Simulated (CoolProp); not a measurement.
Properties of n-hexane along the isobar 117 kPa (Tc = 234.7 °C, pc = 3044 kPa, ω = 0.300).

Model: reference Helmholtz-energy equation of state, Thol 2019, in CoolProp.

```json
[
 {"T (°C)": "44.05", "phase": "liquid", "density (kg/m³)": "637.3", "cv (kJ/(kg K))": "1.827", "Joule-Thomson coefficient (K/MPa)": "-0.3541", "viscosity (µPa s)": "249", "conductivity (mW/(m K))": "114"},
 {"T (°C)": "67.65", "phase": "liquid", "density (kg/m³)": "614.5", "cv (kJ/(kg K))": "1.919", "Joule-Thomson coefficient (K/MPa)": "-0.2960", "viscosity (µPa s)": "202", "conductivity (mW/(m K))": "108"},
 {"T (°C)": "91.15", "phase": "gas", "density (kg/m³)": "3.484", "cv (kJ/(kg K))": "1.886", "Joule-Thomson coefficient (K/MPa)": "25.10", "viscosity (µPa s)": "7.60", "conductivity (mW/(m K))": "19.7"},
 {"T (°C)": "114.75", "phase": "gas", "density (kg/m³)": "3.241", "cv (kJ/(kg K))": "1.989", "Joule-Thomson coefficient (K/MPa)": "19.74", "viscosity (µPa s)": "8.11", "conductivity (mW/(m K))": "22.2"},
 {"T (°C)": "138.35", "phase": "gas", "density (kg/m³)": "3.033", "cv (kJ/(kg K))": "?", "Joule-Thomson coefficient (K/MPa)": "15.85", "viscosity (µPa s)": "8.62", "conductivity (mW/(m K))": "24.8"},
 {"T (°C)": "161.85", "phase": "gas", "density (kg/m³)": "2.854", "cv (kJ/(kg K))": "?", "Joule-Thomson coefficient (K/MPa)": "12.98", "viscosity (µPa s)": "9.11", "conductivity (mW/(m K))": "27.5"},
 {"T (°C)": "185.45", "phase": "gas", "density (kg/m³)": "2.697", "cv (kJ/(kg K))": "2.286", "Joule-Thomson coefficient (K/MPa)": "10.81", "viscosity (µPa s)": "9.60", "conductivity (mW/(m K))": "30.3"},
 {"T (°C)": "209.05", "phase": "gas", "density (kg/m³)": "2.556", "cv (kJ/(kg K))": "2.379", "Joule-Thomson coefficient (K/MPa)": "9.135", "viscosity (µPa s)": "10.1", "conductivity (mW/(m K))": "33.2"},
 {"T (°C)": "232.55", "phase": "gas", "density (kg/m³)": "2.431", "cv (kJ/(kg K))": "2.467", "Joule-Thomson coefficient (K/MPa)": "7.832", "viscosity (µPa s)": "10.6", "conductivity (mW/(m K))": "36.2"},
 {"T (°C)": "256.15", "phase": "gas", "density (kg/m³)": "2.318", "cv (kJ/(kg K))": "2.553", "Joule-Thomson coefficient (K/MPa)": "6.795", "viscosity (µPa s)": "11.0", "conductivity (mW/(m K))": "39.3"},
 {"T (°C)": "279.75", "phase": "gas", "density (kg/m³)": "2.216", "cv (kJ/(kg K))": "2.636", "Joule-Thomson coefficient (K/MPa)": "5.959", "viscosity (µPa s)": "11.5", "conductivity (mW/(m K))": "42.4"},
 {"T (°C)": "303.25", "phase": "gas", "density (kg/m³)": "2.122", "cv (kJ/(kg K))": "?", "Joule-Thomson coefficient (K/MPa)": "5.278", "viscosity (µPa s)": "12.0", "conductivity (mW/(m K))": "45.6"},
 {"T (°C)": "326.85", "phase": "gas", "density (kg/m³)": "2.036", "cv (kJ/(kg K))": "2.791", "Joule-Thomson coefficient (K/MPa)": "4.710", "viscosity (µPa s)": "12.4", "conductivity (mW/(m K))": "48.8"}
]
```

**Question.** What belongs in the gaps?

**Answer.** 
- 138.35, cv (kJ/(kg K)): 2.091
- 161.85, cv (kJ/(kg K)): 2.190
- 303.25, cv (kJ/(kg K)): 2.715

Viscosity comes from a separate model (Michailidou 2013). Thermal conductivity comes from a separate model (Assael 2013).
